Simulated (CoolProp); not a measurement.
Vapour-liquid equilibrium of CHF3 (R23) (1) + R134a (2) at 181.4 K; x and y are mole fractions of (1).

Model: multi-fluid Helmholtz-energy mixture model, Penoncello 2003 and Tillner-Roth 1994; pair parameters Bell 2016, in CoolProp.

Problem. Give the bubble pressure and the first vapour's composition at x = 0.15, 0.25, 0.55. Is there an azeotrope?

Solution. x = 0.15: 9.155 kPa, y = 0.879; x = 0.25: 14.35 kPa, y = 0.931; x = 0.55: 30.41 kPa, y = 0.980. No azeotrope shows between x = 0.05 and 0.95.

The pair parameters rest on a limited set of measurements; away from them the model extrapolates.
